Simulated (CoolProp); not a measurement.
Vapour-liquid equilibrium of benzene (1) + octamethylcyclotetrasiloxane (D4) (2) at 52.75 °C; x and y are mole fractions of (1).

Computed with CoolProp (multi-fluid Helmholtz-energy mixture model, Thol 2012 and Thol 2015; pair parameters Bell 2016).

```
x      bubble pressure (bar)  y at the bubble point  dew pressure at overall composition x (bar)  liquid density (mol/L)
-----  ---------------------  ---------------------  -------------------------------------------  ----------------------
0.05                 0.02633                  0.694                                     0.008910                   3.232
0.125                0.05688                  0.870                                     0.009653                   3.452
0.2                  0.08971                  0.925                                      0.01053                   3.697
0.275                 0.1227                  0.950                                      0.01159                   3.972
0.35                  0.1544                  0.964                                      0.01288                   4.283
0.425                 0.1843                  0.973                                      0.01449                   4.637
0.5                   0.2125                  0.980                                      0.01657                   5.045
0.575                 0.2395                  0.984                                      0.01934                   5.518
0.65                  0.2660                  0.988                                      0.02323                   6.075
0.725                 0.2929                  0.991                                      0.02909                   6.737
0.8                   0.3209                  0.994                                      0.03892                   7.539
0.875                 0.3504                  0.997                                      0.05891                   8.527
0.95                  0.3812                  0.999                                       0.1223                   9.773
```

No azeotrope shows between x = 0.05 and 0.95.

Pair parameters are fitted to limited data, so mixtures are less certain than the pure fluids. The gap from Raoult's law changes sign with composition, which may be real or a fault of the pair parameters; it wasn't checked against measurements.
